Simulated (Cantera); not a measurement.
**Ignition delay**

Mixture: 9.45 % C2H4, 18.9 % O2, 71.1 % N2, 0.548 % CO2, equivalence ratio 1.5, at 6.30 bar, adiabatic and at constant volume. Ignition delay is the time to a rise of 400 K.

Computed with Cantera and GRI-Mech 3.0 (53 species, 325 reactions). GRI-Mech 3.0 was tuned for natural gas; its chemistry of ethylene as a main component is partial and can be far from experiment.

```
T0 (K)  delay (ms)
------  ----------
1048          40.4
1098          12.6
1148          3.46
1198         0.897
1248         0.260
1298        0.0863
1348        0.0329
1398        0.0158
```

The apparent activation energy between 1298 and 1398 K is 260 kJ/mol.
